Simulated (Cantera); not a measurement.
Input (Python, Cantera):

```python
import numpy as np
import cantera as ct

gas = ct.Solution("h2o2.yaml")
gas.TPX = 375, 101325, {'H2': 1, 'O2': 0.455, 'N2': 1.82}
flame = ct.FreeFlame(gas, width=0.04)
flame.set_refine_criteria(ratio=3, slope=0.08, curve=0.16)
flame.transport_model = "mixture-averaged"
flame.solve(loglevel=0, auto=True)
z, T = flame.grid, flame.T
thick = (T[-1] - T[0]) / np.gradient(T, z).max()
show = ['H2', 'O2', 'OH', 'H', 'HO2', 'O']
print(f"laminar burning velocity  {flame.velocity[0] * 100:.3f} cm/s")
print(f"burnt temperature         {T[-1]:.1f} K")
print(f"thermal thickness         {thick * 1e3:.4f} mm")
print(f"grid points               {len(z)}")
z0 = z[flame.heat_release_rate.argmax()]
print(f"{'z/mm':>9s}{'T/K':>9s}{'u/(m/s)':>9s}" + "".join(f"{s:>11s}" for s in show))
rows = []
for k in (-3, -2, -1.5, -1, -0.5, -0.25, 0, 0.25, 0.5, 1, 2, 4, 8):
    zz = z0 + k * thick
    rows.append([k * thick, np.interp(zz, z, T), np.interp(zz, z, flame.velocity),
                 *(np.interp(zz, z, flame.X[gas.species_index(s)]) for s in show)])
    print(f"{rows[-1][0] * 1e3:9.3f}{rows[-1][1]:9.1f}{rows[-1][2]:9.3f}" + "".join(f"{x:11.3e}" for x in rows[-1][3:]))
```

Output:

```
laminar burning velocity  338.642 cm/s
burnt temperature         2393.9 K
thermal thickness         0.3803 mm
grid points               118
     z/mm      T/K  u/(m/s)         H2         O2         OH          H        HO2          O
   -1.141    375.0    3.386  3.053e-01  1.389e-01  3.162e-16  4.412e-17  2.130e-13  6.783e-14
   -0.761    375.0    3.386  3.053e-01  1.389e-01  2.071e-14  2.893e-15  2.318e-11  4.347e-12
   -0.570    375.0    3.386  3.053e-01  1.389e-01  4.048e-13  5.410e-14  5.844e-10  7.272e-11
   -0.380    375.0    3.386  3.052e-01  1.390e-01  6.768e-11  7.285e-12  3.031e-08  2.032e-09
   -0.190    385.7    3.459  2.999e-01  1.399e-01  4.397e-06  1.466e-06  5.910e-05  8.804e-07
   -0.095    627.1    5.447  2.641e-01  1.367e-01  9.929e-04  2.329e-03  3.468e-04  1.310e-04
    0.000   1113.5    9.335  1.753e-01  1.049e-01  2.203e-03  2.417e-02  1.116e-04  2.933e-03
    0.095   1452.1   12.020  8.848e-02  4.971e-02  6.833e-03  4.779e-02  4.452e-05  8.019e-03
    0.190   1619.5   13.323  5.889e-02  2.605e-02  1.025e-02  5.057e-02  2.118e-05  8.999e-03
    0.380   1782.8   14.537  5.232e-02  1.757e-02  1.276e-02  4.128e-02  1.218e-05  7.961e-03
    0.761   1939.4   15.652  5.078e-02  1.375e-02  1.372e-02  2.962e-02  7.993e-06  5.992e-03
    1.521   2083.5   16.643  4.746e-02  1.012e-02  1.332e-02  1.971e-02  4.979e-06  3.984e-03
    3.042   2204.4   17.447  4.291e-02  6.850e-03  1.169e-02  1.234e-02  2.934e-06  2.352e-03
```

Detailed kinetics in Cantera: the H2/O2 subset of GRI-Mech 3.0, which has no nitrogen chemistry. Burning velocities carry a grid error of a few per cent, more on coarse grids.
